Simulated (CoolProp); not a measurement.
Vapour-liquid equilibrium of n-decane (1) + n-dodecane (2) at 220.65 °C; x and y are mole fractions of (1).

The numbers come from the multi-fluid Helmholtz-energy mixture model, Lemmon 2006 and Lemmon 2004; pair parameters Bell 2016 in CoolProp.

**Question.** Give the bubble pressure and the first vapour's composition at x = 0.2, 0.35, 0.95. Is there an azeotrope?

**Answer.** x = 0.2: 1.452 bar, y = 0.368; x = 0.35: 1.713 bar, y = 0.558; x = 0.95: 2.806 bar, y = 0.977. No azeotrope shows between x = 0.05 and 0.95.

Pair parameters are fitted to limited data, so mixtures are less certain than the pure fluids.
